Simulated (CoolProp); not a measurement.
Saturated liquid density (kg/m³) of R227EA: the reference equation beside estimates from Tc = 374.9 K, pc = 2.925 MPa, ω = 0.358. Rackett uses Z = 0.29056 − 0.08775 ω.

Model: reference Helmholtz-energy equation of state, Lemmon 2016, in CoolProp.

| T (K) | reference | Rackett | van der Waals |
|---|---|---|---|
| 268.3 | 1504 | 1580 | [?] |
| 275.8 | 1476 | 1550 | 881.4 |
| 283.3 | 1448 | 1518 | 864.0 |
| 290.8 | 1418 | 1486 | 845.8 |
| 298.3 | 1387 | [?] | 826.6 |
| 305.8 | 1355 | 1416 | 806.5 |
| 313.2 | [?] | 1379 | 785.4 |
| 320.7 | 1284 | 1339 | 762.6 |
| 328.2 | 1244 | 1296 | 738.2 |
| 335.7 | 1201 | 1250 | 711.6 |
| 343.2 | 1153 | 1199 | 682.3 |

Task: Complete the blanks.

Result: 
- 268.3, van der Waals: 898.2
- 298.3, Rackett: 1452
- 313.2, reference: 1321

Absolute difference from the reference over all 11 rows, mean and median: Rackett 4.5 and 4.5 %, van der Waals 40.5 and 40.5 %.
